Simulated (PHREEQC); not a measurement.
A solution holds 0.14 mol/kgw HNO3, 9.3e-05 mol/kgw K2SO4 and 0.0003 mol/kgw CO2, at 25 °C. Closed to the air; pH follows from the charge balance.

Equilibrium calculation in PHREEQC: ion-association model, phreeqc.dat.

No solid was allowed to form.

Task: Predict the pH, density, specific conductance.

Result: pH 0.94; density 1.002 g/cm³; specific conductance 47900 µS/cm.

Task: In which forms is S present?

Result: HSO4- 83 %, SO4-2 17 % of the S.

Species that the database lacks are ignored.
